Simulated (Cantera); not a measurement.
**Thermodynamics of silicon oxide and oxynitride deposition, feed TEOS + O2 + N2**

Input: 1 mol TEOS, 0.064 mol O2, 19 mol N2, equilibrated at 0.100 bar.

Equilibrium computed with Cantera from the NASA thermochemical tables; the gas is ideal and each condensed phase is pure. Candidate condensed phases: C, C6H6, C7H8, C8H18, H2O, Si, SiC, SiO2, Si2N2O, Si3N4; 151 gas species. The feed counts by its element totals alone. N2 is the only nitrogen source here; it is nearly inert below about 1500 K, so the nitride shown seldom forms there in practice. Mutual solubility and eutectic melting of coexisting phases are not modelled. The tables hold silica as quartz up to 1696 K and as liquid above; real silica turns to tridymite and cristobalite and melts near 1996 K. Equilibrium is a limit: real reactors are often held back by kinetics, nucleation or transport.

```json
[
 {"T (K)": "1250", "x N2": "0.583", "x H2": "0.313", "x CO": "0.104", "x HCN": "5.42e-5", "n C(graphite)": "4.67", "n SiO2(β-quartz)": "0.201", "n Si2N2O(s)": "0.399", "n SiC(s)": "0"},
 {"T (K)": "1300", "x N2": "0.576", "x H2": "0.311", "x CO": "0.113", "x HCN": "8.76e-5", "n C(graphite)": "4.37", "n SiO2(β-quartz)": "0", "n Si2N2O(s)": "0.500", "n SiC(s)": "0"},
 {"T (K)": "1350", "x N2": "0.576", "x H2": "0.311", "x CO": "0.113", "x HCN": "0.000138", "n C(graphite)": "4.37", "n SiO2(β-quartz)": "0", "n Si2N2O(s)": "0.500", "n SiC(s)": "0"},
 {"T (K)": "1400", "x N2": "0.576", "x H2": "0.311", "x CO": "0.113", "x HCN": "0.000210", "n C(graphite)": "4.36", "n SiO2(β-quartz)": "0", "n Si2N2O(s)": "0.500", "n SiC(s)": "0"},
 {"T (K)": "1450", "x N2": "0.576", "x H2": "0.311", "x CO": "0.113", "x HCN": "0.000311", "n C(graphite)": "4.36", "n SiO2(β-quartz)": "0", "n Si2N2O(s)": "0.500", "n SiC(s)": "0"},
 {"T (K)": "1500", "x N2": "0.576", "x H2": "0.311", "x CO": "0.113", "x HCN": "0.000447", "n C(graphite)": "4.36", "n SiO2(β-quartz)": "0", "n Si2N2O(s)": "0.500", "n SiC(s)": "0"},
 {"T (K)": "1550", "x N2": "0.575", "x H2": "0.311", "x CO": "0.113", "x HCN": "0.000629", "n C(graphite)": "4.35", "n SiO2(β-quartz)": "0", "n Si2N2O(s)": "0.499", "n SiC(s)": "0"},
 {"T (K)": "1600", "x N2": "0.575", "x H2": "0.311", "x CO": "0.113", "x HCN": "0.000865", "n C(graphite)": "4.34", "n SiO2(β-quartz)": "0", "n Si2N2O(s)": "0.498", "n SiC(s)": "0"},
 {"T (K)": "1650", "x N2": "0.575", "x H2": "0.310", "x CO": "0.113", "x HCN": "0.00117", "n C(graphite)": "4.34", "n SiO2(β-quartz)": "0", "n Si2N2O(s)": "0.495", "n SiC(s)": "0"},
 {"T (K)": "1700", "x N2": "0.573", "x H2": "0.301", "x CO": "0.124", "x HCN": "0.00152", "n C(graphite)": "2.85", "n SiO2(β-quartz)": "0", "n Si2N2O(s)": "0", "n SiC(s)": "0.983"},
 {"T (K)": "1750", "x N2": "0.572", "x H2": "0.301", "x CO": "0.124", "x HCN": "0.00198", "n C(graphite)": "2.84", "n SiO2(β-quartz)": "0", "n Si2N2O(s)": "0", "n SiC(s)": "0.980"}
]
```
x: gas mole fraction; n: condensed amount in mol.

At 1250 K the condensed part is C(graphite) + SiO2(β-quartz) + Si2N2O(s). From 1300 K to 1650 K the condensed part is C(graphite) + Si2N2O(s). From 1700 K to 1750 K the condensed part is C(graphite) + SiC(s). The main Si-bearing gas is SiO throughout.
